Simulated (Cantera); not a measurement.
A closed system holds: 1 mol B, 22 mol NH3, 0.22 mol N2, 2.1 mol H2, equilibrated at 1527 °C and 34.0 mbar.

Equilibrium computed with Cantera from the NASA thermochemical tables; the gas is ideal and each condensed phase is pure. Candidate condensed phases: B, BN; 15 gas species. Kinetics and transport are ignored.

Base state: H2 0.765, N2 0.234, H 0.00170 (mole fractions); condensed: BN(s).

Problem. What changes in the equilibrium state with this change: pressure from 34.0 mbar to 10.0 mbar?

Solution. 
```csv
species,before,after
H2,0.765,0.763
N2,0.234,0.234
H,0.00170,0.00313
"BN(s), mol",1.000,1.000
```
